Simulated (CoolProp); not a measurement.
Vinyl chloride at several states: fugacity coefficient from the reference equation and from simpler models built on Tc = 425.0 K, pc = 5.600 MPa, ω = 0.160; each cubic takes its own stable root.

Computed with CoolProp (reference Helmholtz-energy equation of state, Thol 2022).

| T (K) | p (MPa) | phase | reference | Soave-Redlich-Kwong | Peng-Robinson |
|---|---|---|---|---|---|
| 130.3 | 0.0188 | liquid | 2.765e-5 | 4.453e-5 | [?] |
| 190.5 | 7.67 | liquid | 0.0002945 | 0.0003132 | [?] |
| 251.4 | 0.0321 | gas | 0.9901 | 0.9913 | 0.9910 |
| 311.1 | 1.16 | liquid | 0.4560 | 0.4595 | [?] |

Question: Fill in the missing entries.

Answer: 
- 130.3, Peng-Robinson: 6.428e-5
- 190.5, Peng-Robinson: 0.0003395
- 311.1, Peng-Robinson: 0.4538
